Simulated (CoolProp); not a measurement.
Vapour-liquid equilibrium of R134a (1) + cyclopropane (2) at 2.24 MPa; x and y are mole fractions of (1).

Computed with CoolProp (multi-fluid Helmholtz-energy mixture model, Tillner-Roth 1994 and Polt 1992; pair parameters Bell 2016). This equation is an older, rougher fit; its heat capacities, sound speeds and derivatives of the liquid may be far off and weren't checked against measurements.

```tsv
x	bubble temperature, mixture model (K)	bubble temperature, Raoult's law (K)	y, mixture model	y, Raoult's law
0.05	343.4	346.9	0.093	0.051
0.2	337.1	346.7	0.278	0.204
0.35	___	346.5	___	0.356
0.5	___	346.3	0.493	0.507
0.65	___	346.1	0.598	0.656
0.8	337.9	345.9	0.733	0.804
0.95	343.3	345.8	0.922	0.951
```

Problem. What belongs in the gaps?

Solution. 
- 0.35, bubble temperature, mixture model (K): 334.7
- 0.35, y, mixture model: 0.395
- 0.5, bubble temperature, mixture model (K): 334.1
- 0.65, bubble temperature, mixture model (K): 335.1

The largest gap from Raoult's law is -12.2 K in bubble temperature, at x = 0.5. y crosses x between x = 0.35 and 0.5: the model has an azeotrope there.

Pair parameters are fitted to limited data, so mixtures are less certain than the pure fluids.
